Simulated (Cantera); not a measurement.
Cantera run:

```python
import numpy as np
import cantera as ct

gas_names = """
    PH3 NO2 O3 NH3
""".split()
cond_names = """
    P4O10(s)
""".split()


# ... load() reads the species with a 1 bar reference pressure and builds the phases ...
species = {s.name: s for s in load("nasa_gas.yaml", gas_names) + load("nasa_condensed.yaml", cond_names)}
# Each term lists the table entries of one substance; the one whose range holds T is used.
reactions = {
    '12 PH3(g) + 12 NO2(g) + 2 O3(g) = 3 P4O10 + 12 NH3(g)':
        [(-12, ['PH3']), (-12, ['NO2']), (-2, ['O3']), (3, ['P4O10(s)']), (12, ['NH3'])],
}


def pick(names, T):
    return next(species[n] for n in names if species[n].thermo.min_temp <= T <= species[n].thermo.max_temp)


results = []
for label, terms in reactions.items():
    print(label)
    print("     T/K   dH/kJ  dS/(J/K)   dG/kJ   log10 K")
    for T in [300, 448, 473, 498, 523, 548, 573, 598, 623, 648, 673]:
        used = [(nu, pick(names, T)) for nu, names in terms]
        dH = sum(nu * s.thermo.h(T) for nu, s in used) / 1e6
        dS = sum(nu * s.thermo.s(T) for nu, s in used) / 1e3
        dG = dH - T * dS / 1e3
        logK = -dG * 1e6 / (ct.gas_constant * T * np.log(10))
        results.append((label, T, dH, dS, dG, logK, [s.name for _, s in used]))
        print(f"{T:8g} {dH:8.1f} {dS:8.1f} {dG:8.1f} {logK:8.2f}")
```

Result:

```
12 PH3(g) + 12 NO2(g) + 2 O3(g) = 3 P4O10 + 12 NH3(g)
     T/K   dH/kJ  dS/(J/K)   dG/kJ   log10 K
     300 -10340.1  -2883.4  -9475.1  1649.73
     448 -10318.0  -2824.9  -9052.5  1055.45
     473 -10312.9  -2813.7  -8982.0   991.88
     498 -10307.4  -2802.4  -8911.8   934.73
     523 -10301.5  -2790.9  -8841.9   883.06
     548 -10295.3  -2779.4  -8772.2   836.14
     573 -10288.8  -2767.7  -8702.9   793.34
     598 -10281.9  -2755.9  -8633.9   754.14
     623 -10274.7  -2744.1  -8565.1   718.12
     648 -10267.2  -2732.3  -8496.6   684.89
     673 -10259.3  -2720.4  -8428.5   654.16
```

Standard-state values (1 bar) from the NASA 1993 polynomials, evaluated with Cantera. Condensed species are held in their standard states even where they would react or evaporate.
